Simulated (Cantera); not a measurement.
Input (Python, Cantera):

```python
import numpy as np
import cantera as ct

surf = ct.Interface("ptcombust.yaml", "Pt_surf")
gas = surf.adjacent["gas"]
gas.TPX = 800, 79000, {'CO': 0.0049, 'O2': 0.066, 'N2': 0.79}
surf.TP = 800, 79000
reactor = ct.FlowReactor(gas, clone=False)
reactor.area = 0.0001  # m2
reactor.surface_area_to_volume_ratio = 5200  # 1/m
reactor.mass_flow_rate = 0.49 * reactor.area * gas.density  # inlet velocity 0.49 m/s
reactor.energy_enabled = False
wall = ct.ReactorSurface(surf, reactor, clone=False)
net = ct.ReactorNet([reactor])
net.rtol, net.atol = 1e-8, 1e-16
show, cover = ['CO', 'O2', 'H2O', 'CO2'], ['PT(S)', 'H(S)', 'O(S)', 'OH(S)', 'CO(S)', 'C(S)']

rows = []
print(f"{'z/m':>9s}{'u/(m/s)':>9s}" + "".join(f"{s:>13s}" for s in show + cover))
for z in [0.00013, 0.00021, 0.00036, 0.0006, 0.00099, 0.0017, 0.0028, 0.0046, 0.0077, 0.013]:
    net.advance(z)
    rows.append([reactor.speed, *gas[show].X, *surf[cover].coverages])
    print(f"{z:9.4g}{rows[-1][0]:9.3g}" + "".join(f"{x:13.4e}" for x in rows[-1][1:]))
```

It prints:

```
      z/m  u/(m/s)           CO           O2          H2O          CO2        PT(S)         H(S)         O(S)        OH(S)        CO(S)         C(S)
  0.00013    0.489   8.6047e-04   7.4427e-02  -1.6244e-28   4.8450e-03   4.9976e-02   1.2795e-23   9.4980e-01   2.1381e-18   2.2743e-04   3.9480e-17
  0.00021    0.489   4.5105e-04   7.4238e-02  -7.2132e-29   5.2556e-03   4.7781e-02  -1.1583e-22   9.5211e-01   2.1398e-18   1.0873e-04   1.8001e-17
  0.00036    0.489   1.4669e-04   7.4097e-02  -3.6154e-29   5.5609e-03   4.6342e-02   1.1548e-23   9.5362e-01   3.0910e-18   3.3211e-05   5.3245e-18
   0.0006    0.489   2.6045e-05   7.4041e-02  -1.8656e-30   5.6818e-03   4.5810e-02   1.0798e-23   9.5418e-01   2.9476e-18   5.7589e-06   9.1217e-19
  0.00099    0.489   1.6212e-06   7.4030e-02   1.5181e-31   5.7063e-03   4.5705e-02   1.0715e-23   9.5429e-01   2.9312e-18   3.5678e-07   5.6374e-20
   0.0017    0.489   1.0422e-08   7.4029e-02   2.3289e-32   5.7080e-03   4.5698e-02   1.0724e-23   9.5430e-01   2.9342e-18   2.2929e-09   3.6224e-22
   0.0028    0.489   4.1911e-12   7.4029e-02   2.2526e-32   5.7080e-03   4.5698e-02   1.0720e-23   9.5430e-01   2.9331e-18   9.2204e-13   1.4567e-25
   0.0046    0.489   8.7409e-18   7.4029e-02   2.2141e-32   5.7080e-03   4.5698e-02   1.0773e-23   9.5430e-01   2.9475e-18  -2.3831e-18  -3.4743e-31
   0.0077    0.489  -1.0439e-17   7.4029e-02   2.2683e-32   5.7080e-03   4.5698e-02   1.0819e-23   9.5430e-01   2.9602e-18   1.4678e-29   2.7079e-32
    0.013    0.489  -1.0439e-17   7.4029e-02   2.1423e-32   5.7080e-03   4.5698e-02   1.0889e-23   9.5430e-01   2.9792e-18   1.2910e-29   2.3965e-32
```

Detailed kinetics in Cantera: Deutschmann's 1995 Pt surface mechanism with GRI-Mech 3.0 gas chemistry. Catalytic surfaces can have several steady states; this one follows from the mechanism file's or the stated starting coverage. Mass transfer to the wall is taken as infinitely fast.
